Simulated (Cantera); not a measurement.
A Cantera script and its output.

```python
import numpy as np
import cantera as ct

surf = ct.Interface("ptcombust.yaml", "Pt_surf")
gas = surf.adjacent["gas"]
gas.TPX = 925, 100000, {'CO': 0.0066, 'O2': 0.17, 'N2': 0.79}
surf.TP = 925, 100000
reactor = ct.FlowReactor(gas, clone=False)
reactor.area = 0.0001  # m2
reactor.surface_area_to_volume_ratio = 36  # 1/m
reactor.mass_flow_rate = 0.44 * reactor.area * gas.density  # inlet velocity 0.44 m/s
reactor.energy_enabled = False
wall = ct.ReactorSurface(surf, reactor, clone=False)
net = ct.ReactorNet([reactor])
net.rtol, net.atol = 1e-8, 1e-16
show, cover = ['CO', 'O2', 'H2O', 'CO2'], ['PT(S)', 'H(S)', 'O(S)', 'OH(S)', 'CO(S)', 'C(S)']

rows = []
print(f"{'z/m':>9s}{'u/(m/s)':>9s}" + "".join(f"{s:>13s}" for s in show + cover))
for z in [0.0003, 0.0005, 0.00084, 0.0014, 0.0023, 0.0039, 0.0065, 0.011, 0.018, 0.03]:
    net.advance(z)
    rows.append([reactor.speed, *gas[show].X, *surf[cover].coverages])
    print(f"{z:9.4g}{rows[-1][0]:9.3g}" + "".join(f"{x:13.4e}" for x in rows[-1][1:]))
```

Result:

```
      z/m  u/(m/s)           CO           O2          H2O          CO2        PT(S)         H(S)         O(S)        OH(S)        CO(S)         C(S)
   0.0003     0.44   5.7460e-03   1.7543e-01   1.2387e-26   1.0858e-03   1.3911e-01   1.8973e-24   8.5913e-01  -3.2189e-21   1.7594e-03   1.1027e-14
   0.0005     0.44   5.1939e-03   1.7520e-01   3.0796e-27   1.6397e-03   1.3355e-01   6.9078e-24   8.6499e-01  -3.9033e-20   1.4565e-03   8.7040e-15
  0.00084    0.439   4.4392e-03   1.7489e-01  -4.2401e-27   2.3970e-03   1.2717e-01   2.0248e-24   8.7171e-01  -1.1329e-20   1.1208e-03   6.3290e-15
   0.0014    0.439   3.5133e-03   1.7450e-01  -2.9441e-27   3.3261e-03   1.2074e-01  -3.9703e-25   8.7846e-01  -2.5576e-21   7.9388e-04   4.2235e-15
   0.0023    0.439   2.5004e-03   1.7408e-01  -1.5218e-27   4.3425e-03   1.1495e-01  -8.9348e-23   8.8455e-01   3.4499e-19   5.0878e-04   2.5591e-15
   0.0039    0.439   1.4419e-03   1.7365e-01  -4.8227e-28   5.4047e-03   1.0988e-01   1.4898e-24   8.8985e-01  -3.7141e-20   2.6661e-04   1.2742e-15
   0.0065    0.439   6.2849e-04   1.7331e-01  -8.1907e-29   6.2208e-03   1.0650e-01   8.7885e-22   8.9339e-01  -3.1287e-18   1.0878e-04   5.0194e-16
    0.011    0.439   1.5935e-04   1.7312e-01  -1.7231e-30   6.6916e-03   1.0472e-01   1.3994e-27   8.9525e-01  -2.2592e-20   2.6615e-05   1.2050e-16
    0.018    0.439   1.9626e-05   1.7306e-01  -7.3007e-30   6.8318e-03   1.0421e-01   3.0403e-25   8.9578e-01   8.6562e-21   3.2443e-06   1.4609e-17
     0.03    0.438   5.4975e-07   1.7305e-01   4.0876e-31   6.8509e-03   1.0414e-01   1.7345e-25   8.9586e-01   4.7514e-21   9.0752e-08   4.0835e-19
```

Cantera simulation using Deutschmann's 1995 Pt surface mechanism with GRI-Mech 3.0 gas chemistry; the numbers are that mechanism's predictions, not measurements. Catalytic surfaces can have several steady states; this one follows from the mechanism file's or the stated starting coverage. Mass transfer to the wall is taken as infinitely fast.
